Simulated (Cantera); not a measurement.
## Chemical vapour transport: Si + H2O + H2

A closed system holds: 1 mol Si, 2.5 mol H2O, 0.21 mol H2, equilibrated at 518 Torr.

Method: chemical equilibrium by Gibbs-energy minimisation in Cantera with the NASA 1993 tables (ideal gas, pure condensed phases). Candidate condensed phases: H2O, Si, SiO2; 18 gas species. The tables hold silica as quartz up to 1696 K and as liquid above; real silica turns to tridymite and cristobalite and melts near 1996 K. Gases not in the tables: Si(OH)4. Rates play no part.

```json
[
 {"T (°C)": "500", "x H2": "0.815", "x H2O": "0.185", "x H": "<1e-12", "x SiO": "<1e-12", "x OH": "<1e-12", "x SiO2": "<1e-12", "x O": "<1e-12", "n SiO2(α-quartz)": "1.00", "n SiO2(β-quartz)": "0", "n SiO2(condensed)": "0"},
 {"T (°C)": "600", "x H2": "0.815", "x H2O": "0.185", "x H": "5.09e-11", "x SiO": "<1e-12", "x OH": "<1e-12", "x SiO2": "<1e-12", "x O": "<1e-12", "n SiO2(α-quartz)": "0", "n SiO2(β-quartz)": "1.00", "n SiO2(condensed)": "0"},
 {"T (°C)": "700", "x H2": "0.815", "x H2O": "0.185", "x H": "1.18e-9", "x SiO": "<1e-12", "x OH": "<1e-12", "x SiO2": "<1e-12", "x O": "<1e-12", "n SiO2(α-quartz)": "0", "n SiO2(β-quartz)": "1.00", "n SiO2(condensed)": "0"},
 {"T (°C)": "800", "x H2": "0.815", "x H2O": "0.185", "x H": "1.52e-8", "x SiO": "<1e-12", "x OH": "1.29e-11", "x SiO2": "<1e-12", "x O": "<1e-12", "n SiO2(α-quartz)": "0", "n SiO2(β-quartz)": "1.00", "n SiO2(condensed)": "0"},
 {"T (°C)": "900", "x H2": "0.815", "x H2O": "0.185", "x H": "1.28e-7", "x SiO": "<1e-12", "x OH": "2.00e-10", "x SiO2": "<1e-12", "x O": "<1e-12", "n SiO2(α-quartz)": "0", "n SiO2(β-quartz)": "1.00", "n SiO2(condensed)": "0"},
 {"T (°C)": "1000", "x H2": "0.815", "x H2O": "0.185", "x H": "7.75e-7", "x SiO": "4.62e-12", "x OH": "2.02e-9", "x SiO2": "<1e-12", "x O": "<1e-12", "n SiO2(α-quartz)": "0", "n SiO2(β-quartz)": "1.00", "n SiO2(condensed)": "0"},
 {"T (°C)": "1100", "x H2": "0.815", "x H2O": "0.185", "x H": "3.62e-6", "x SiO": "1.96e-10", "x OH": "1.46e-8", "x SiO2": "<1e-12", "x O": "<1e-12", "n SiO2(α-quartz)": "0", "n SiO2(β-quartz)": "1.00", "n SiO2(condensed)": "0"},
 {"T (°C)": "1200", "x H2": "0.815", "x H2O": "0.184", "x H": "1.38e-5", "x SiO": "4.96e-9", "x OH": "8.10e-8", "x SiO2": "1.30e-12", "x O": "1.20e-12", "n SiO2(α-quartz)": "0", "n SiO2(β-quartz)": "1.00", "n SiO2(condensed)": "0"},
 {"T (°C)": "1300", "x H2": "0.815", "x H2O": "0.184", "x H": "4.42e-5", "x SiO": "8.20e-8", "x OH": "3.61e-7", "x SiO2": "2.79e-11", "x O": "1.64e-11", "n SiO2(α-quartz)": "0", "n SiO2(β-quartz)": "1.00", "n SiO2(condensed)": "0"},
 {"T (°C)": "1400", "x H2": "0.815", "x H2O": "0.184", "x H": "0.000124", "x SiO": "9.60e-7", "x OH": "1.35e-6", "x SiO2": "4.13e-10", "x O": "1.65e-10", "n SiO2(α-quartz)": "0", "n SiO2(β-quartz)": "1.000", "n SiO2(condensed)": "0"},
 {"T (°C)": "1500", "x H2": "0.815", "x H2O": "0.184", "x H": "0.000309", "x SiO": "8.23e-6", "x OH": "4.34e-6", "x SiO2": "4.38e-9", "x O": "1.28e-9", "n SiO2(α-quartz)": "0", "n SiO2(β-quartz)": "0", "n SiO2(condensed)": "1.000"}
]
```
x: gas mole fraction; n: condensed amount in mol.

At 500 °C the condensed part is SiO2(α-quartz). From 600 °C to 1400 °C the condensed part is SiO2(β-quartz). At 1500 °C the condensed part is SiO2(condensed).
